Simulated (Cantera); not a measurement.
Input: 1 mol C3H8, 1.4 mol NH3, 0.36 mol N2, held at 0.0100 bar.

Cantera equilibrium calculation (NASA polynomials, part measured and part estimated; ideal gas, pure solids and liquids). Candidate condensed phases: C, C6H6, C7H8, C8H18; 110 gas species. Ions and electrons are included (thermal ionisation). Kinetics and transport are ignored.

Task: Which condensed phases are stable at each of these points (T (K)): 2000, 2500, 3000, 3500, 4000, 4500, 5000?

Result: 
```json
[
 {"T (K)": "2000", "condensed phases": "C(graphite)", "C condensed (%)": "98.4"},
 {"T (K)": "2500", "condensed phases": "C(graphite)", "C condensed (%)": "90.1"},
 {"T (K)": "3000", "condensed phases": "C(graphite)", "C condensed (%)": "30.5"},
 {"T (K)": "3500", "condensed phases": "gas only", "C condensed (%)": "0.0"},
 {"T (K)": "4000", "condensed phases": "gas only", "C condensed (%)": "0.0"},
 {"T (K)": "4500", "condensed phases": "gas only", "C condensed (%)": "0.0"},
 {"T (K)": "5000", "condensed phases": "gas only", "C condensed (%)": "0.0"}
]
```

From 2000 K to 3000 K the condensed part is C(graphite). From 3500 K to 5000 K nothing is condensed.
